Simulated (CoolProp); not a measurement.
Vapour-liquid equilibrium of R125 (1) + dimethyl ether (2) at 1.84 bar; x and y are mole fractions of (1).

The numbers come from the multi-fluid Helmholtz-energy mixture model, Lemmon 2005 and Wu 2011; pair parameters Bell 2016 in CoolProp.

| x | bubble temperature (°C) | y at the bubble point | dew temperature at overall composition x (°C) | liquid density (mol/L) |
|---|---|---|---|---|
| 0.05 | -10.8 | 0.074 | -10.6 | 15.33 |
| 0.125 | -11.9 | 0.184 | -11.3 | 15.05 |
| 0.2 | -13.2 | 0.294 | -12.1 | 14.78 |
| 0.275 | -14.7 | 0.403 | -13.0 | 14.53 |
| 0.35 | -16.4 | 0.509 | -13.9 | 14.28 |
| 0.425 | -18.2 | 0.609 | -15.0 | 14.04 |
| 0.5 | -20.3 | 0.701 | -16.2 | 13.80 |
| 0.575 | -22.6 | 0.781 | -17.6 | 13.58 |
| 0.65 | -25.0 | 0.849 | -19.1 | 13.35 |
| 0.725 | -27.4 | 0.903 | -21.0 | 13.12 |
| 0.8 | -29.8 | 0.943 | -23.2 | 12.89 |
| 0.875 | -32.0 | 0.972 | -26.1 | 12.65 |
| 0.95 | -34.0 | 0.991 | -30.2 | 12.39 |

No azeotrope shows between x = 0.05 and 0.95.

The pair parameters rest on a limited set of measurements; away from them the model extrapolates.
